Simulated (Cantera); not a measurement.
**Thermodynamics of carbothermic reduction, feed Cu2O + CH4 + H2**

A closed system holds: 1 mol Cu2O, 0.57 mol CH4, 1.3 mol H2, equilibrated at 13.3 mbar.

Cantera equilibrium calculation (NASA polynomials, part measured and part estimated; ideal gas, pure solids and liquids). Candidate condensed phases: C, C6H6, C7H8, C8H18, Cu, CuO, Cu(OH)2, Cu2O, H2O; 113 gas species. The numbers say what is thermodynamically allowed, not how fast it happens.

```
T (K)   x H2      x Cu   x CO  x H2O    x CO2       x H     x Cu2      x OH  n Cu(s)  n Cu(l)
-----  -----  --------  -----  -----  -------  --------  --------  --------  -------  -------
1273   0.686   6.18e-6  0.171  0.124   0.0187   5.12e-6  3.88e-10   1.07e-8     2.00        0
1373   0.683   5.93e-5  0.174  0.127   0.0157   2.38e-5   9.41e-9   7.92e-8        0     2.00
1473   0.681  0.000388  0.176  0.129   0.0135   9.04e-5   1.27e-7   4.47e-7        0     2.00
1573   0.678   0.00199  0.177  0.131   0.0118  0.000290   1.22e-6   2.02e-6        0     1.99
1673   0.672   0.00834  0.177  0.131   0.0105  0.000809   8.81e-6   7.59e-6        0     1.97
1773   0.656    0.0296  0.174  0.129  0.00925   0.00199   5.04e-5   2.44e-5        0     1.91
1873   0.611    0.0913  0.164  0.121  0.00793   0.00437  0.000237   6.74e-5        0     1.70
1973   0.499     0.250  0.135  0.100  0.00604   0.00826  0.000942  0.000157        0    0.980
```
x: gas mole fraction; n: condensed amount in mol.

At 1273 K the condensed part is Cu(s). From 1373 K to 1973 K the condensed part is Cu(l). The main Cu-bearing gas is Cu throughout.
